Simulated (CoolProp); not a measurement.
Vapour-liquid equilibrium of R134a (1) + R123 (2) at 0.0925 MPa; x and y are mole fractions of (1).

Model: multi-fluid Helmholtz-energy mixture model, Tillner-Roth 1994 and Younglove 1994; pair parameters Bell 2016, in CoolProp.

Give the bubble temperature and the first vapour's composition at x = 0.05, 0.2, 0.95. Is there an azeotrope?

x = 0.05: 15.8 °C, y = 0.333; x = 0.2: -2.3 °C, y = 0.734; x = 0.95: -27.1 °C, y = 0.992. No azeotrope shows between x = 0.05 and 0.95.

Pair parameters are fitted to limited data, so mixtures are less certain than the pure fluids.
